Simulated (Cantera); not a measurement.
An isothermal, constant-pressure homogeneous reactor starts with 0.258 % CH2O, 0.0572 % O2, 99.7 % N2, equivalence ratio 4.5, at 1025 K and 750 Torr.

Model: GRI-Mech 3.0 (53 species, 325 reactions), integrated in Cantera.

x: mole fraction; the columns are a selection and need not sum to one.

```csv
t (s),x CH2O,x O2,x CO2,x O,x HO2
0.000100,0.00258,0.000572,<1e-12,<1e-12,8.35e-10
0.000274,0.00258,0.000572,<1e-12,<1e-12,2.60e-9
0.000753,0.00258,0.000572,<1e-12,<1e-12,7.60e-9
0.00207,0.00258,0.000572,<1e-12,1.07e-12,2.35e-8
0.00567,0.00258,0.000572,3.60e-12,5.17e-12,1.18e-7
0.0156,0.00252,0.000564,6.43e-9,1.96e-10,3.10e-6
0.0427,0.000231,?,1.13e-5,1.90e-8,2.28e-6
0.117,1.35e-10,?,0.000184,7.61e-9,3.69e-10
0.321,3.01e-11,?,0.000215,1.01e-10,2.40e-12
0.882,1.08e-11,1.13e-10,0.000235,8.49e-12,<1e-12
2.42,5.07e-12,5.24e-12,0.000251,<1e-12,<1e-12
6.64,3.15e-12,<1e-12,0.000266,<1e-12,<1e-12
18.2,2.49e-12,<1e-12,0.000279,<1e-12,<1e-12
50.0,2.26e-12,<1e-12,0.000291,<1e-12,<1e-12
```

**Question.** Complete the blanks.

**Answer.** 
- 0.0427, x O2: 0.000372
- 0.117, x O2: 5.82e-7
- 0.321, x O2: 3.79e-9
